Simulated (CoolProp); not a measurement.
The fluid at 298.15 K and 11.6 MPa is throttled through a valve to 1.55 MPa with no heat exchange. The same conditions are run with several fluids, on thermodynamics alone (safety and materials aside).

The numbers come from the reference Helmholtz-energy equation of state of each fluid (R11: Jacobsen 1992; c-C4F8 (RC318): Platzer 1990; R125: Lemmon 2005; sulfur hexafluoride: Guder 2009; propyne: Polt 1992) in CoolProp. The equations of Platzer and Polt are older, rougher fits.

```csv
fluid,temperature change (K),final phase,final density (kg/m³)
R11,…,liquid,…
c-C4F8 (RC318),+1.8,liquid,1500
R125,-1.0,liquid,1200
sulfur hexafluoride,…,…,…
propyne,+1.9,liquid,610
```

Q: Fill in the missing entries.

A: 
- R11, temperature change (K): +4.2
- R11, final density (kg/m³): 1470
- sulfur hexafluoride, temperature change (K): -17.0
- sulfur hexafluoride, final phase: two-phase, vapour fraction 0.199
- sulfur hexafluoride, final density (kg/m³): 493
